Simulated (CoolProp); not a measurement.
Properties of tetradecamethylhexasiloxane (MD4M) along the isotherm 346.85 °C (Tc = 380.0 °C, pc = 8.286 bar, ω = 0.800).

Computed with CoolProp (reference Helmholtz-energy equation of state, Thol 2019).

```tsv
p (bar)	phase	cp (kJ/(kg K))	expansivity (1/kK)
0.262	gas	2.087	1.719
0.385	gas	2.089	1.771
0.564	gas	2.091	1.852
0.829	gas	2.095	1.981
1.22	gas	2.101	2.194
1.79	gas	2.112	2.570
2.62	gas	2.134	3.315
3.85	gas	2.188	5.305
5.64	liquid	2.501	6.181
8.29	liquid	2.439	4.860
12.2	liquid	2.392	3.862
17.9	liquid	2.356	3.103
26.2	liquid	2.328	2.517
38.5	liquid	2.306	2.053
56.4	liquid	2.289	1.690
82.9	liquid	2.277	1.401
```
